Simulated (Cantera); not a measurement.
An isothermal plug-flow reactor at 675 K and 760 Torr (inlet), inlet velocity 0.38 m/s, active area per volume 850 1/m; feed CO : O2 : N2 : H2O = 0.0023 : 0.024 : 0.79 : 0.0075 (molar parts), equivalence ratio 0.048.

Detailed kinetics in Cantera: Deutschmann's 1995 Pt surface mechanism with GRI-Mech 3.0 gas chemistry. Catalytic surfaces can have several steady states; this one follows from the mechanism file's or the stated starting coverage. Mass transfer to the wall is taken as infinitely fast.

### Question
Predict: x(CO) at z = 0.016 m; x(O2) at z = 0.016 m; x(H2O) at z = 0.016 m; x(CO2) at z = 0.016 m; θ(free Pt) at the exit; θ(O*) at the exit; θ(OH*) at the exit.

### Answer
```
Item                       Value
----------------------  --------
x(CO) at z = 0.016 m    0.000364
x(O2) at z = 0.016 m      0.0280
x(H2O) at z = 0.016 m    0.00912
x(CO2) at z = 0.016 m    0.00243
θ(free Pt) at the exit   0.00962
θ(O*) at the exit          0.988
θ(OH*) at the exit       0.00218
```
